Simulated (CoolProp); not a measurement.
A simple Rankine cycle with m-xylene: condensing at 327.15 K, boiler at 2.45 MPa, turbine inlet 592.5 K, turbine efficiency 0.7, pump efficiency 0.7, no recuperator. Each further row changes one setting.

Values from CoolProp's reference Helmholtz-energy equation of state, Zhou 2012.

| case | thermal efficiency (%) | net work (kJ/kg) | heat in (kJ/kg) | turbine exit temperature (K) | volume ratio over the turbine |
|---|---|---|---|---|---|
| as stated | ? | 155 | 782 | 478.7 | 663 |
| turbine inlet 612.5 K | 19.7 | 165 | 838 | 503.3 | 596 |
| condensing temperature 319.15 K | 20.6 | ? | ? | 473.7 | 962 |
| boiler pressure 1.72 MPa | 19.1 | 155 | 813 | 495.1 | 378 |
| turbine efficiency 0.6 | ? | ? | 782 | 490.9 | 680 |

Task: Complete the blanks.

Result: 
- as stated, thermal efficiency (%): 19.8
- condensing temperature 319.15 K, net work (kJ/kg): 164
- condensing temperature 319.15 K, heat in (kJ/kg): 797
- turbine efficiency 0.6, thermal efficiency (%): 16.9
- turbine efficiency 0.6, net work (kJ/kg): 132
